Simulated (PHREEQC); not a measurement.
Solution (25 °C): 38 mmol/kgw CuSO4, 0.031 mmol/kgw H2SO4 and 38 mmol/kgw NaCl. Closed to the air; pH follows from the charge balance.

Computed with PHREEQC (ion-association model, wateq4f.dat).

Each row changes one thing in this solution. This is a speciation only: nothing precipitates in the calculation.

```csv
case,pH,ionic strength (mol/kgw),Na+ (mol/kgw),Cu+2 (mol/kgw),SO4-2 (mol/kgw),CuSO4 (mol/kgw),SI of Atacamite (Cu2(OH)3Cl),SI of Tenorite (CuO)
as made,4.44,0.131,0.0366,0.0236,0.0230,0.0135,+0.31,-0.79
CuSO4 from 0.038 to 0.38 mol/kgw,4.34,0.728,0.0328,0.173,0.172,0.203,+1.17,-0.35
0.0033 mol/kgw MgCl2 added,4.44,0.138,0.0366,0.0240,0.0224,0.0129,+0.36,-0.80
0.002 mol/kgw KOH added,5.52,0.132,0.0365,0.0223,0.0235,0.0130,+3.49,+1.33
H2SO4 from 3.1e-05 to 6.2e-06 mol/kgw,4.63,0.131,0.0366,0.0236,0.0230,0.0135,+0.86,-0.42
diluted 100-fold with water,5.48,0.00182,0.000379,0.000359,0.000361,1.82e-5,-1.39,-0.19
diluted 10-fold with water,4.98,0.0160,0.00377,0.00305,0.00305,0.000718,-0.32,-0.38
```

The ionic strength passes 0.7 mol/kgw, the rough limit of the ion-association models, in CuSO4 from 0.038 to 0.38 mol/kgw. Complexes and solids missing from the database can't appear. Some of these states are supersaturated (in Antlerite, Brochantite, Atacamite, for instance).
